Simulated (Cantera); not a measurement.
A closed system holds: 1 mol (CH3)2SiCl2, 77 mol H2, at 1250 K and 0.130 bar.

Equilibrium computed with Cantera from the NASA thermochemical tables; the gas is ideal and each condensed phase is pure. Candidate condensed phases: C, C6H6, C7H8, C8H18, Si, SiC; 109 gas species. The feed counts by its element totals alone. Kinetics and transport are ignored.

Base state: H2 0.974, HCl 0.0247, CH4 0.00136 (mole fractions); condensed: C(graphite) + SiC(s).

### Question
What changes in the equilibrium state with this change: pressure from 0.130 bar to 23.0 mbar?

### Answer
```
species            before     after
----------------  -------  --------
H2                  0.974     0.975
HCl                0.0247    0.0247
CH4               0.00136  0.000240
C(graphite), mol    0.891     0.981
SiC(s), mol         1.000     1.000
```

### Question
What changes in the equilibrium state with this change: pressure from 0.130 bar to 1.30 mbar?

### Answer
```tsv
species	before	after
H2	0.974	0.975
HCl	0.0247	0.0247
CH4	0.00136	1.36e-5
H	1.32e-6	1.32e-5
C(graphite), mol	0.891	0.999
SiC(s), mol	1.000	1.000
```

### Question
What changes in the equilibrium state with this change: temperature from 1250 K to 2273.15 K?

### Answer
| species | before | after |
|---|---|---|
| H2 | 0.974 | 0.948 |
| HCl | 0.0247 | 0.0236 |
| H | 1.32e-6 | 0.0227 |
| C2H2 (acetylene) | 2.45e-7 | 0.00358 |
| Si | <1e-9 | 0.000750 |
| SiH | <1e-9 | 0.000102 |
| SiC2 | <1e-9 | 9.43e-5 |
| SiCl | <1e-9 | 6.12e-5 |
| C(graphite), mol | 0.891 | 0.495 |
| SiC(s), mol | 1.000 | 0.892 |
The tables' values for SiCl are old estimates; treat these amounts as uncertain. Gases not in the tables: Si2H6 and higher silanes.
